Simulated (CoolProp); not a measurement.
A simple Rankine cycle with R124: condensing at 323.15 K, boiler at 2 MPa, turbine inlet 379.4 K, turbine efficiency 0.8, pump efficiency 0.6, no recuperator. Each further row changes one setting.

The numbers come from the reference Helmholtz-energy equation of state, de Vries 1995 in CoolProp.

```json
[
 {"case": "as stated", "thermal efficiency (%)": "7.2", "net work (kJ/kg)": "11.7", "heat in (kJ/kg)": "163", "turbine exit temperature (K)": "___", "volume ratio over the turbine": "2.83"},
 {"case": "turbine inlet 399.4 K", "thermal efficiency (%)": "7.2", "net work (kJ/kg)": "13.3", "heat in (kJ/kg)": "184", "turbine exit temperature (K)": "___", "volume ratio over the turbine": "2.72"},
 {"case": "condensing temperature 315.15 K", "thermal efficiency (%)": "8.5", "net work (kJ/kg)": "___", "heat in (kJ/kg)": "173", "turbine exit temperature (K)": "340.4", "volume ratio over the turbine": "___"},
 {"case": "boiler pressure 1.4 MPa", "thermal efficiency (%)": "4.8", "net work (kJ/kg)": "8.27", "heat in (kJ/kg)": "173", "turbine exit temperature (K)": "361.1", "volume ratio over the turbine": "___"},
 {"case": "turbine efficiency 0.7", "thermal efficiency (%)": "6.2", "net work (kJ/kg)": "10.0", "heat in (kJ/kg)": "163", "turbine exit temperature (K)": "348.3", "volume ratio over the turbine": "2.85"}
]
```

**Question.** Some entries are withheld; supply them.

**Answer.** 
- as stated, turbine exit temperature (K): 346.4
- turbine inlet 399.4 K, turbine exit temperature (K): 368.8
- condensing temperature 315.15 K, net work (kJ/kg): 14.6
- condensing temperature 315.15 K, volume ratio over the turbine: 3.52
- boiler pressure 1.4 MPa, volume ratio over the turbine: 1.86
